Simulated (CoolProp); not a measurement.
A Linde-Hampson liquefier for dry air: isothermal reversible compression at 300 K from 1 atm to 15 MPa, throttling to 1 atm, return gas leaving the recuperator 2 K below the feed. Each further row changes one setting.

The numbers come from the reference Helmholtz-energy equation of state, Lemmon 2000 in CoolProp. It is a pseudo-pure fit of the blend.

| case | liquid yield per pass | compression work (kJ/kg of gas) |
|---|---|---|
| as stated | (withheld) | 429 |
| high pressure 30 MPa | 0.095 | (withheld) |
| warm-end temperature 330 K | (withheld) | (withheld) |
| warm-end gap 7 K | (withheld) | 429 |

**Question.** What belongs in the gaps?

**Answer.** 
- as stated, liquid yield per pass: 0.062
- high pressure 30 MPa, compression work (kJ/kg of gas): 491
- warm-end temperature 330 K, liquid yield per pass: 0.045
- warm-end temperature 330 K, compression work (kJ/kg of gas): 474
- warm-end gap 7 K, liquid yield per pass: 0.050
